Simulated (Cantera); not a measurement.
Feed: 1 mol SiH₄, 7.5 mol NO, 0.15 mol H₂, equilibrated at 575 K and 70.0 Pa.

These are equilibrium values from Cantera (NASA tables, ideal gas, pure condensed phases), not measurements of a reactor. Candidate condensed phases: H₂O, Si, SiO₂, Si₂N₂O, Si₃N₄; 35 gas species. Kinetics and transport are ignored.

Base state: N₂ 0.495, H₂O 0.284, O₂ 0.221 (mole fractions); condensed: SiO₂(α-quartz).

Task: What changes in the equilibrium state with this change: H₂ from 0.15 to 87 mol?

Result: 
```json
[
 {"species": "H₂", "before": "<1e-9", "after": "0.900"},
 {"species": "H₂O", "before": "0.284", "after": "0.0593"},
 {"species": "N₂", "before": "0.495", "after": "0.0404"},
 {"species": "O₂", "before": "0.221", "after": "<1e-9"},
 {"species": "SiO₂(α-quartz), mol", "before": "1.00", "after": "1.00"}
]
```
